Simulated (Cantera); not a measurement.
Charge: 1 mol MgSO₄, 4.9 mol CO₂, 5.8 mol H₂O, 1.5 mol CH₄, held at 0.0825 Torr.

Method: chemical equilibrium by Gibbs-energy minimisation in Cantera with the NASA 1993 tables (ideal gas, pure condensed phases). Candidate condensed phases: C, C₆H₆, C₇H₈, C₈H₁₈, H₂O, H₂SO₄, Mg, MgCO₃, MgO, Mg(OH)₂, MgS, MgSO₄, S; 130 gas species. Gases not in the tables: S₃ to S₇. Kinetics and transport are ignored.

x: gas mole fraction; n: condensed amount in mol.

```tsv
T (K)	x H₂O	x CO₂	x CO	x H₂	x SO₂	x H₂S	x S₂	x H	n MgO(s)
948	0.426	0.363	0.0515	0.109	0.000656	0.0342	0.0147	1.65e-8	1.00
1048	0.437	0.337	0.0730	0.112	0.00408	0.0146	0.0225	2.47e-7	1.00
1148	0.436	___	___	0.116	___	___	0.0213	___	1.00
1248	0.426	0.277	0.125	0.124	0.0310	0.00242	0.0141	1.56e-5	1.00
1348	0.416	___	___	0.130	___	___	___	___	1.000
1448	0.414	0.227	0.169	0.130	0.0553	0.000255	0.00158	0.000317	1.000
1548	0.418	0.216	0.179	0.124	0.0572	6.55e-5	0.000302	0.00103	1.000
1648	0.424	0.209	0.185	0.117	0.0570	1.80e-5	6.04e-5	0.00290	0.999
1748	0.426	0.204	0.189	0.110	0.0563	5.51e-6	1.37e-5	0.00721	0.991
1848	0.423	0.198	0.191	0.101	0.0552	1.84e-6	3.51e-6	0.0161	0.948
```

Complete the blanks.


- 1348, x CO₂: 0.247
- 1348, x CO: 0.151
- 1348, x SO₂: 0.0469
- 1348, x H₂S: 0.000882
- 1348, x S₂: 0.00616
- 1348, x H: 7.95e-5
- 1148, x CO₂: 0.309
- 1148, x CO: 0.0970
- 1148, x SO₂: 0.0144
- 1148, x H₂S: 0.00596
- 1148, x H: 2.33e-6
